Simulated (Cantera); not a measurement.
Feed: 1 mol C2H6, 0.75 mol NH3, 1.7 mol H2, equilibrated at 1825 K and 15.0 bar.

Cantera equilibrium calculation (NASA polynomials, part measured and part estimated; ideal gas, pure solids and liquids). Candidate condensed phases: C, C6H6, C7H8, C8H18; 92 gas species. Equilibrium is a limit: real reactors are often held back by kinetics, nucleation or transport.

Base state: H2 0.929, N2 0.0601, CH4 0.00917, HCN 0.00164, C2H2 (acetylene) 0.000199, H 0.000110, NH3 9.13e-5, HNC 6.56e-5 (mole fractions); condensed: C(graphite).

### Question
What changes in the equilibrium state with this change: C2H6 replaced by C2H5OH?

### Answer
| species | before | after |
|---|---|---|
| H2 | 0.929 | 0.800 |
| CO | 0 | 0.139 |
| N2 | 0.0601 | 0.0517 |
| H2O | 0 | 0.000422 |
| CO2 | 0 | 1.88e-5 |
| C(graphite), mol | 1.93 | 0.941 |
Further candidate phases: H2O.
